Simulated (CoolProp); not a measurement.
The fluid at 435.25 K and 6.2 MPa flows at 0.75 m/s in a round tube of 12.7 mm bore and 15 µm roughness, fully developed (64/Re and Nu = 3.66 if laminar; Colebrook and Gnielinski if turbulent). The same conditions are run with several fluids, on thermodynamics alone (safety and materials aside).

Computed with CoolProp (reference Helmholtz-energy equation of state of each fluid (ethanol: Schroeder 2014; p-xylene: Zhou 2012; n-heptane: Span 2003; n-decane: Lemmon 2006; n-hexane: Thol 2019)).

```tsv
fluid	Reynolds number	Darcy friction factor	pressure drop (Pa/m)	heat-transfer coefficient (W/(m² K))	mass flow (kg/h)
ethanol	38500	0.0254	362	2660	…
p-xylene	35200	0.0257	…	…	253
n-heptane	39500	…	…	…	193
n-decane	…	…	378	1470	214
n-hexane	46400	0.0247	289	1840	180
```

Complete the blanks.


- ethanol, mass flow (kg/h): 220
- p-xylene, pressure drop (Pa/m): 422
- p-xylene, heat-transfer coefficient (W/(m² K)): 1700
- n-heptane, Darcy friction factor: 0.0253
- n-heptane, pressure drop (Pa/m): 317
- n-heptane, heat-transfer coefficient (W/(m² K)): 1720
- n-decane, Reynolds number: 24600
- n-decane, Darcy friction factor: 0.0273

Transport values come from each fluid's own correlations.
